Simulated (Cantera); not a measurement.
Cantera run:

```python
import numpy as np
import cantera as ct

gas_names = """
    H HO2 H2 H2O H2O2 O OH O2 O3 Ta TaO TaO2
""".split()
cond_names = """
    H2O(s) H2O(L) Ta(cr) Ta(L) Ta2O5(s) Ta2O5(L)
""".split()


# ... load() reads the species with a 1 bar reference pressure and builds the phases ...
atoms = {
    'Ta2O5': {'Ta': 2, 'O': 5},
    'H2': {'H': 2},
}
top_T = {}  # K; cautious upper limits of use, not melting points


# ... equilibrate(T, P, feed) seeds the gas with the atoms and calls Mixture.equilibrate('TP', solver="vcs", rtol=1e-11, max_steps=5000) ...
results = []
feed = {'Ta2O5': 1, 'H2': 51}  # mol
P = 420000  # Pa
for T in [1873, 1923, 1973, 2023, 2073, 2123, 2173]:
    mix = equilibrate(T, P, feed)
    results.append((T, P, feed, dict(zip(mix.species_names, mix.species_moles))))

top = {s: max(r[3][s] / sum(r[3][g] for g in gas_names) for r in results) for s in gas_names}
cols = sorted((s for s in top if top[s] > 0.0001), key=lambda s: -top[s])[:7]
seen = [c for c in cond_names if any(r[3].get(c, 0) > 1e-12 for r in results)]
print("log10 of partial pressures in bar; condensed amounts in mol")
print(f"{'T/K':>10s}" + "".join(f"{s[:9]:>10s}" for s in cols + seen))
for T, P, feed, n in results:
    ng = sum(n[g] for g in gas_names)
    print(f"{T:10.4g}" + "".join(f"{np.log10(max(n[s] / ng * P / 1e5, 1e-99)):10.3f}" for s in cols)
          + "".join(f"{n.get(c, 0):10.4g}" for c in seen))
```

Output:

```
log10 of partial pressures in bar; condensed amounts in mol
       T/K        H2       H2O         H    Ta(cr)  Ta2O5(s)  Ta2O5(L)
      1873     0.623    -2.373    -2.879   0.02057    0.9897         0
      1923     0.622    -2.267    -2.715   0.02626    0.9869         0
      1973     0.622    -2.167    -2.559   0.03307    0.9835         0
      2023     0.622    -2.072    -2.410   0.04114    0.9794         0
      2073     0.622    -1.987    -2.269   0.05009         0    0.9749
      2123     0.621    -1.916    -2.135   0.05897         0    0.9705
      2173     0.621    -1.849    -2.006    0.0688         0    0.9655
```

Equilibrium computed with Cantera from the NASA thermochemical tables; the gas is ideal and each condensed phase is pure. Mutual solubility and eutectic melting of coexisting phases are not modelled. Condensed phases not in the tables: N, O or C dissolved in the metal.
